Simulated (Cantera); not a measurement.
Feed: 1 mol SiH₂Cl₂, 11 mol H₂, equilibrated at 873 K and 8.25 Torr.

Method: chemical equilibrium by Gibbs-energy minimisation in Cantera with the NASA 1993 tables (ideal gas, pure condensed phases). Candidate condensed phases: Si; 19 gas species. The tables' values for SiCl₃ are old estimates; treat these amounts as uncertain. Equilibrium is a limit: real reactors are often held back by kinetics, nucleation or transport.

Base state: H₂ 0.952, SiCl₄ 0.0316, SiHCl₃ 0.00813, HCl 0.00793, SiCl₃ 0.000212, SiH₂Cl₂ 0.000191, SiCl₂ 8.37e-5 (mole fractions); condensed: Si(s).

Task: What changes in the equilibrium state with this change: temperature from 873 K to 825 K?

Result: 
| species | before | after |
|---|---|---|
| H₂ | 0.952 | 0.954 |
| SiCl₄ | 0.0316 | 0.0324 |
| SiHCl₃ | 0.00813 | 0.00846 |
| HCl | 0.00793 | 0.00452 |
| SiCl₂ | 8.37e-5 | 2.37e-5 |
| SiCl₃ | 0.000212 | 9.33e-5 |
| Si(s), mol | 0.497 | 0.486 |

Task: What changes in the equilibrium state with this change: temperature from 873 K to 1448 K?

Result: 
```
species       before     after
----------  --------  --------
H₂             0.952     0.878
HCl          0.00793    0.0913
SiCl₂        8.37e-5    0.0293
SiCl₄         0.0316  0.000140
H              <1e-9   8.23e-5
SiHCl₃       0.00813  0.000115
SiH₂Cl₂     0.000191   1.46e-5
SiCl₃       0.000212   0.00105
Si(s), mol     0.497     0.603
```

Task: What changes in the equilibrium state with this change: H₂ from 11 to 170 mol?

Result: 
```tsv
species	before	after
H₂	0.952	0.994
HCl	0.00793	0.00369
SiCl₄	0.0316	0.00136
SiHCl₃	0.00813	0.000784
SiCl₃	0.000212	2.00e-5
SiCl₂	8.37e-5	1.73e-5
SiH₂Cl₂	0.000191	4.13e-5
Si(s), mol	0.497	0.619
```
